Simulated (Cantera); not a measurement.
A closed system holds: 1 mol SiH₂Cl₂, 4.3 mol N₂, equilibrated at 120 Pa.

Cantera equilibrium calculation (NASA polynomials, part measured and part estimated; ideal gas, pure solids and liquids). Candidate condensed phases: NH₄Cl, Si, Si₃N₄; 28 gas species. N₂ is the only nitrogen source here; it is nearly inert below about 1500 K, so the nitride shown seldom forms there in practice. Equilibrium is a limit: real reactors are often held back by kinetics, nucleation or transport.

What share of the Si ends up in condensed phases as a function of T (°C), at 675, 725, 775, 825, 875, 925, 975, 1025, 1075?


| T (°C) | Si condensed (%) | as |
|---|---|---|
| 675 | 81.7 | Si₃N₄(s) |
| 725 | 82.4 | Si₃N₄(s) |
| 775 | 83.0 | Si₃N₄(s) |
| 825 | 83.4 | Si₃N₄(s) |
| 875 | 83.6 | Si₃N₄(s) |
| 925 | 83.1 | Si₃N₄(s) |
| 975 | 81.4 | Si₃N₄(s) |
| 1025 | 77.4 | Si₃N₄(s) |
| 1075 | 70.4 | Si₃N₄(s) |
